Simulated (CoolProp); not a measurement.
Vapour pressure (MPa) of c-C4F8 (RC318): the reference equation beside estimates from Tc = 388.4 K, pc = 2.778 MPa, ω = 0.355. Clausius-Clapeyron is anchored at 294.8 K with a constant enthalpy of vaporisation of 21.15 kJ/mol.

The numbers come from the reference Helmholtz-energy equation of state, Platzer 1990 in CoolProp. This equation is an older, rougher fit; its heat capacities, sound speeds and derivatives of the liquid may be far off and weren't checked against measurements.

| T (K) | reference | Clausius-Clapeyron | van der Waals | Soave-Redlich-Kwong | Peng-Robinson |
|---|---|---|---|---|---|
| 289.4 | 0.2340 | 0.2387 | 0.7603 | 0.2343 | 0.2324 |
| 294.8 | 0.2804 | 0.2804 | 0.8314 | 0.2811 | 0.2784 |
| 300.2 | 0.3335 | 0.3274 | 0.9065 | 0.3347 | 0.3311 |
| 305.6 | 0.3939 | 0.3803 | 0.9859 | 0.3958 | 0.3911 |
| 311 | 0.4622 | 0.4395 | 1.070 | 0.4649 | 0.4591 |
| 316.4 | 0.5391 | 0.5053 | 1.158 | 0.5429 | 0.5358 |
| 321.9 | 0.6268 | 0.5797 | 1.252 | 0.6320 | 0.6235 |
| 327.3 | 0.7229 | 0.6604 | 1.349 | 0.7298 | 0.7199 |
| 332.7 | 0.8296 | 0.7492 | 1.450 | 0.8384 | 0.8272 |
| 338.1 | 0.9477 | 0.8465 | 1.557 | 0.9587 | 0.9461 |
| 343.5 | 1.078 | 0.9527 | 1.668 | 1.091 | 1.078 |
| 348.9 | 1.221 | 1.068 | 1.783 | 1.237 | 1.222 |

Absolute difference from the reference over all 12 rows, mean and median: Clausius-Clapeyron 6.6 and 6.9 %, van der Waals 118.0 and 107.3 %, Soave-Redlich-Kwong 0.8 and 0.8 %, Peng-Robinson 0.5 and 0.6 %.
